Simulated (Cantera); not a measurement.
Input: 1 mol Cu, 2.9 mol HF, 0.58 mol N₂, at 1.33 mbar.

Cantera equilibrium calculation (NASA polynomials, part measured and part estimated; ideal gas, pure solids and liquids). Candidate condensed phases: Cu, CuF₂; 25 gas species. Kinetics and transport are ignored.

### Question
Which condensed phases are stable at each of these points (T (K)): 825, 875, 925, 975, 1025, 1075, 1125, 1175, 1225, 1275, 1325, 1375, 1425, 1475?

### Answer
```
T (K)  condensed phases  Cu condensed (%)
-----  ----------------  ----------------
825               Cu(s)             100.0
875               Cu(s)             100.0
925               Cu(s)             100.0
975               Cu(s)             100.0
1025              Cu(s)             100.0
1075              Cu(s)             100.0
1125              Cu(s)             100.0
1175              Cu(s)              99.9
1225              Cu(s)              99.9
1275              Cu(s)              99.8
1325              Cu(s)              99.6
1375              Cu(l)              99.2
1425              Cu(l)              98.5
1475              Cu(l)              97.0
```

From 825 K to 1325 K the condensed part is Cu(s). From 1375 K to 1475 K the condensed part is Cu(l).
